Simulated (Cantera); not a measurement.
A freely propagating, adiabatic, planar premixed flame of H₂ : O₂ : N₂ = 1 : 0.568 : 2.14 (molar parts), equivalence ratio 0.88, unburnt at 350 K and 0.900 bar; unity-Lewis-number transport, grid criteria slope 0.08 and curve 0.16, no radiation.

Detailed kinetics in Cantera: the H2/O2 subset of GRI-Mech 3.0, which has no nitrogen chemistry. Unity Lewis numbers drop preferential diffusion, which matters most where H2 and H carry the flame. Burning velocities carry a grid error of a few per cent, more on coarse grids.

Q: Predict: laminar burning velocity; thermal thickness; peak x(OH); peak x(HO₂); peak x(H₂O₂); peak x(O).

A: 
| Quantity | Value |
|---|---|
| laminar burning velocity | 187 cm/s |
| thermal thickness | 0.345 mm |
| peak x(OH) | 0.0151 |
| peak x(HO₂) | 0.000307 |
| peak x(H₂O₂) | 2.67e-5 |
| peak x(O) | 0.0118 |
